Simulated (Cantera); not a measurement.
Catalytic combustion on Pt

An isothermal plug-flow reactor at 900 K and 5.00 bar (inlet), inlet velocity 2.6 m/s, active area per volume 1700 1/m; feed 0.425 % H₂, 3.64 % O₂, 95.9 % N₂, equivalence ratio 0.058.

Cantera simulation using Deutschmann's 1995 Pt surface mechanism with GRI-Mech 3.0 gas chemistry; the numbers are that mechanism's predictions, not measurements. Catalytic surfaces can have several steady states; this one follows from the mechanism file's or the stated starting coverage. Mass transfer to the wall is taken as infinitely fast.

| z (m) | x H₂ | x O₂ | x H₂O | θ free Pt | θ O* | θ OH* |
|---|---|---|---|---|---|---|
| 0.00075 | 0.000452 | 0.0346 | 0.00381 | 0.0944 | 0.903 | 0.00274 |
| 0.0014 | 0.000114 | 0.0344 | 0.00415 | 0.0867 | 0.911 | 0.00270 |
| 0.0028 | 6.73e-6 | 0.0344 | 0.00425 | 0.0845 | 0.913 | 0.00269 |
| 0.0054 | 3.70e-8 | 0.0344 | 0.00426 | 0.0844 | 0.913 | 0.00268 |
| 0.01 | 4.33e-12 | 0.0344 | 0.00426 | 0.0844 | 0.913 | 0.00268 |
| 0.02 | <1e-12 | 0.0344 | 0.00426 | 0.0844 | 0.913 | 0.00268 |
| 0.039 | <1e-12 | 0.0344 | 0.00426 | 0.0844 | 0.913 | 0.00268 |
| 0.075 | <1e-12 | 0.0344 | 0.00426 | 0.0844 | 0.913 | 0.00268 |
x: gas mole fraction; θ: surface coverage.
